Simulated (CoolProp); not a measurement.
Vapour pressure (MPa) of dimethyl carbonate: the reference equation beside estimates from Tc = 557.0 K, pc = 4.909 MPa, ω = 0.346. Clausius-Clapeyron is anchored at 341.1 K with a constant enthalpy of vaporisation of 35.20 kJ/mol.

The numbers come from the reference Helmholtz-energy equation of state, Zhou 2011 in CoolProp.

| T (K) | reference | Lee-Kesler | Clausius-Clapeyron | van der Waals | Redlich-Kwong | Soave-Redlich-Kwong | Peng-Robinson |
|---|---|---|---|---|---|---|---|
| 283.8 | ___ | 0.003011 | 0.003862 | 0.1548 | 0.01434 | 0.003094 | 0.003359 |
| 298.1 | 0.007247 | 0.006665 | 0.007898 | 0.2132 | 0.02713 | 0.006811 | 0.007255 |
| 312.4 | 0.01450 | 0.01355 | 0.01513 | 0.2856 | 0.04770 | 0.01377 | 0.01444 |
| 326.7 | 0.02697 | 0.02559 | 0.02738 | 0.3736 | 0.07888 | 0.02589 | 0.02679 |
| 341.1 | 0.04732 | 0.04556 | 0.04732 | 0.4793 | ___ | 0.04588 | 0.04695 |
| 355.4 | 0.07836 | 0.07644 | 0.07798 | 0.6028 | 0.1864 | 0.07671 | 0.07779 |
| 369.7 | 0.1239 | 0.1223 | 0.1236 | 0.7459 | 0.2694 | 0.1224 | 0.1232 |
| 384 | 0.1882 | 0.1875 | 0.1894 | 0.9100 | 0.3769 | 0.1874 | 0.1876 |
| 398.3 | 0.2759 | 0.2773 | 0.2813 | 1.096 | 0.5125 | 0.2771 | 0.2759 |
| 412.6 | 0.3925 | 0.3970 | 0.4066 | 1.305 | 0.6799 | 0.3969 | 0.3938 |
| 426.9 | 0.5435 | 0.5524 | 0.5734 | 1.539 | 0.8828 | ___ | 0.5475 |
| 441.3 | 0.7368 | 0.7513 | 0.7925 | 1.799 | 1.126 | 0.7543 | 0.7450 |
| 455.6 | 0.9764 | 0.9975 | 1.071 | 2.084 | 1.411 | 1.004 | 0.9910 |
| 469.9 | 1.271 | 1.299 | 1.421 | 2.395 | 1.741 | 1.312 | 1.294 |
| 484.2 | 1.629 | 1.665 | 1.854 | 2.734 | 2.119 | 1.685 | 1.663 |

**Question.** Complete the blanks.

**Answer.** 
- 283.8, reference: 0.003325
- 341.1, Redlich-Kwong: 0.1242
- 426.9, Soave-Redlich-Kwong: 0.5532

Absolute difference from the reference over all 15 rows, mean and median: Lee-Kesler 3.3 and 2.2 %, Clausius-Clapeyron 5.8 and 4.3 %, van der Waals 943.1 and 383.5 %, Redlich-Kwong 128.7 and 100.3 %, Soave-Redlich-Kwong 2.9 and 2.8 %, Peng-Robinson 0.8 and 0.7 %.
